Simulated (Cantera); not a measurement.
An isothermal, constant-pressure homogeneous reactor starts with 39.5 % H₂, 26.3 % O₂, 34.2 % N₂, at 1125 K and 0.850 bar.

Computed with Cantera and the H2/O2 subset of GRI-Mech 3.0, which has no nitrogen chemistry. The temperature is held fixed by assumption; the heat of reaction is taken as removed at once.

One state of this run: x H₂ = 4.52e-9; x O₂ = 0.0820; x H₂O = 0.492; x OH = 1.85e-6; x H = 3.26e-12; x O = 1.44e-9; x H₂O₂ = 1.52e-9. x: mole fraction; the columns are a selection and need not sum to one.

Which value of t (s) does it belong to?
(A) 0.000900
(B) 200
(C) 0.0792
(D) 0.742

B, 200
